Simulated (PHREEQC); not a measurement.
Make-up at 20 °C: 0.0026 mol Na2HAsO4 and 0.00028 mol NaOH per kg of water. Closed to the air; pH follows from the charge balance.

Computed with PHREEQC (ion-association model, wateq4f.dat).

Task: The ionic strength comes out as 0.00837 mol/kgw. What activity coefficients do OH-, Na+, H2AsO4-, AsO4-3, HAsO4-2 get?

Result: OH- 0.91, Na+ 0.91, H2AsO4- 0.91, AsO4-3 0.43, HAsO4-2 0.69.

No solid was allowed to form. Complexes and solids missing from the database can't appear.
